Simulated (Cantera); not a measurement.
## Premixed flame

A freely propagating, adiabatic, planar premixed flame of 19.1 % CO, 5.15 % H2, 15.9 % O2, 59.9 % N2, unburnt at 375 K and 180000 Pa; mixture-averaged transport, grid criteria slope 0.08 and curve 0.16, no radiation.

Computed with Cantera and GRI-Mech 3.0 (53 species, 325 reactions). Burning velocities carry a grid error of a few per cent, more on coarse grids.

```json
[
 {"z (mm)": "-1.00", "T (K)": "375", "u (m/s)": "0.601", "x CO": "0.191", "x H2": "0.0513", "x O2": "0.159", "x NO": "<1e-8", "x NO2": "<1e-8", "x N2O": "<1e-8"},
 {"z (mm)": "-0.669", "T (K)": "375", "u (m/s)": "0.601", "x CO": "0.191", "x H2": "0.0507", "x O2": "0.159", "x NO": "<1e-8", "x NO2": "<1e-8", "x N2O": "<1e-8"},
 {"z (mm)": "-0.502", "T (K)": "375", "u (m/s)": "0.601", "x CO": "0.191", "x H2": "0.0497", "x O2": "0.160", "x NO": "<1e-8", "x NO2": "<1e-8", "x N2O": "<1e-8"},
 {"z (mm)": "-0.334", "T (K)": "378", "u (m/s)": "0.603", "x CO": "0.192", "x H2": "0.0462", "x O2": "0.160", "x NO": "<1e-8", "x NO2": "<1e-8", "x N2O": "<1e-8"},
 {"z (mm)": "-0.167", "T (K)": "462", "u (m/s)": "0.729", "x CO": "0.190", "x H2": "0.0338", "x O2": "0.159", "x NO": "5.77e-8", "x NO2": "8.47e-8", "x N2O": "<1e-8"},
 {"z (mm)": "-0.0836", "T (K)": "788", "u (m/s)": "1.23", "x CO": "0.173", "x H2": "0.0217", "x O2": "0.146", "x NO": "9.31e-7", "x NO2": "3.48e-8", "x N2O": "3.24e-8"},
 {"z (mm)": "0", "T (K)": "1224", "u (m/s)": "1.87", "x CO": "0.134", "x H2": "0.00951", "x O2": "0.117", "x NO": "3.69e-6", "x NO2": "<1e-8", "x N2O": "1.62e-7"},
 {"z (mm)": "0.0836", "T (K)": "1514", "u (m/s)": "2.27", "x CO": "0.0934", "x H2": "0.00354", "x O2": "0.0890", "x NO": "8.85e-6", "x NO2": "<1e-8", "x N2O": "3.63e-7"},
 {"z (mm)": "0.167", "T (K)": "1683", "u (m/s)": "2.48", "x CO": "0.0664", "x H2": "0.00258", "x O2": "0.0743", "x NO": "1.46e-5", "x NO2": "1.19e-8", "x N2O": "4.61e-7"},
 {"z (mm)": "0.334", "T (K)": "1857", "u (m/s)": "2.70", "x CO": "0.0441", "x H2": "0.00234", "x O2": "0.0635", "x NO": "2.40e-5", "x NO2": "1.70e-8", "x N2O": "5.12e-7"},
 {"z (mm)": "0.669", "T (K)": "2003", "u (m/s)": "2.88", "x CO": "0.0312", "x H2": "0.00171", "x O2": "0.0575", "x NO": "3.68e-5", "x NO2": "2.72e-8", "x N2O": "5.87e-7"},
 {"z (mm)": "1.34", "T (K)": "2109", "u (m/s)": "3.01", "x CO": "0.0212", "x H2": "0.00108", "x O2": "0.0532", "x NO": "5.63e-5", "x NO2": "4.59e-8", "x N2O": "6.48e-7"},
 {"z (mm)": "2.68", "T (K)": "2181", "u (m/s)": "3.10", "x CO": "0.0133", "x H2": "0.000644", "x O2": "0.0498", "x NO": "8.77e-5", "x NO2": "7.55e-8", "x N2O": "6.11e-7"}
]
```
x: mole fraction of selected species; z is measured from the peak of heat release.

```
Item                          Value
------------------------  ---------
laminar burning velocity  60.2 cm/s
thermal thickness          0.334 mm
grid points                     113
```
